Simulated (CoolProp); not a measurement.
Octamethylcyclotetrasiloxane (D4) at several states: density (kg/m³) from the reference equation and from simpler models built on Tc = 586.5 K, pc = 1.347 MPa, ω = 0.598; each cubic takes its own stable root.

Values from CoolProp's reference Helmholtz-energy equation of state, Thol 2015.

| T (K) | p (MPa) | phase | reference | van der Waals | Redlich-Kwong | Soave-Redlich-Kwong | Peng-Robinson |
|---|---|---|---|---|---|---|---|
| 619.3 | 4.18 | supercritical | 519.3 | 398.0 | 480.6 | 457.7 | 504.4 |
| 518.3 | 5.45 | liquid | 703.8 | 470.2 | 626.9 | 654.2 | 734.4 |
| 459.4 | 0.0483 | gas | 3.876 | 3.824 | 3.846 | 3.867 | 3.874 |
| 452 | 0.182 | liquid | 761.4 | 15.61 | 16.04 | 689.5 | 780.6 |

At some of these states van der Waals, Redlich-Kwong gives the other phase, because its saturation line lies elsewhere.
